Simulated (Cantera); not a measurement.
Input: 1 mol SiC, 0.067 mol H₂O, a varied amount of H₂, at 1800 °C and 54.0 Pa.

These are equilibrium values from Cantera (NASA tables, ideal gas, pure condensed phases), not measurements of a reactor. Candidate condensed phases: C, C₆H₆, C₇H₈, C₈H₁₈, H₂O, Si, SiC, SiO₂; 123 gas species. Rates play no part.

log p: log10 of the partial pressure in bar; n: condensed amount in mol.

```
n(H₂) (mol)  log p H₂  log p H  log p Si  log p C₂H₂ (acetylene)  log p CO  log p SiC₂  n C(graphite)
-----------  --------  -------  --------  ----------------------  --------  ----------  -------------
70              -3.32    -4.24     -5.20                   -6.24     -6.32       -6.44          0.641
81              -3.32    -4.24     -5.26                   -6.23     -6.38       -6.50          0.618
95              -3.32    -4.24     -5.32                   -6.23     -6.45       -6.56          0.588
110             -3.32    -4.24     -5.38                   -6.23     -6.51       -6.63          0.556
130             -3.32    -4.24     -5.45                   -6.23     -6.59       -6.69              ?
150             -3.32    -4.24     -5.51                   -6.23     -6.65       -6.75              ?
180             -3.32    -4.24     -5.59                   -6.23     -6.72       -6.83              ?
210             -3.32    -4.24     -5.66                   -6.23     -6.79       -6.90              ?
240             -3.32    -4.24     -5.71                   -6.23     -6.85       -6.95              ?
280             -3.32    -4.24     -5.78                   -6.23     -6.92       -7.02              ?
330             -3.32    -4.24     -5.85                   -6.23     -6.99       -7.09              ?
380             -3.32    -4.24     -5.91                   -6.26     -7.05       -7.17              ?
```

Task: Fill in the missing entries.

Result: 
- 130, n C(graphite): 0.511
- 150, n C(graphite): 0.467
- 180, n C(graphite): 0.399
- 210, n C(graphite): 0.330
- 240, n C(graphite): 0.262
- 280, n C(graphite): 0.170
- 330, n C(graphite): 0.0545
- 380, n C(graphite): 0
